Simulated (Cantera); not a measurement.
**Moist CO burnout**

A perfectly stirred reactor is fed with CO : O₂ : H₂O : N₂ = 0.021 : 0.049 : 0.0039 : 1 (molar parts), at 101000 Pa; it is held at 1425 K, and followed from long to short residence time.

Cantera simulation using GRI-Mech 3.0 (53 species, 325 reactions); the numbers are that mechanism's predictions, not measurements.

```json
[
 {"τ (s)": "0.38", "x CO": "0.000283", "x O₂": "0.0363", "x H₂O": "0.00363", "x CO₂": "0.0195", "x NO₂": "3.54e-8"},
 {"τ (s)": "0.20", "x CO": "0.000435", "x O₂": "0.0363", "x H₂O": "0.00362", "x CO₂": "0.0193", "x NO₂": "2.61e-8"},
 {"τ (s)": "0.11", "x CO": "0.000646", "x O₂": "0.0364", "x H₂O": "0.00360", "x CO₂": "0.0191", "x NO₂": "1.88e-8"},
 {"τ (s)": "0.059", "x CO": "0.000972", "x O₂": "0.0365", "x H₂O": "0.00358", "x CO₂": "0.0188", "x NO₂": "1.29e-8"},
 {"τ (s)": "0.031", "x CO": "0.00147", "x O₂": "0.0367", "x H₂O": "0.00356", "x CO₂": "0.0183", "x NO₂": "8.82e-9"},
 {"τ (s)": "0.017", "x CO": "0.00215", "x O₂": "0.0370", "x H₂O": "0.00352", "x CO₂": "0.0176", "x NO₂": "6.31e-9"},
 {"τ (s)": "0.0089", "x CO": "0.00320", "x O₂": "0.0374", "x H₂O": "0.00347", "x CO₂": "0.0165", "x NO₂": "4.62e-9"},
 {"τ (s)": "0.0048", "x CO": "0.00459", "x O₂": "0.0379", "x H₂O": "0.00342", "x CO₂": "0.0151", "x NO₂": "3.57e-9"}
]
```
x: mole fraction; the columns are a selection and need not sum to one.
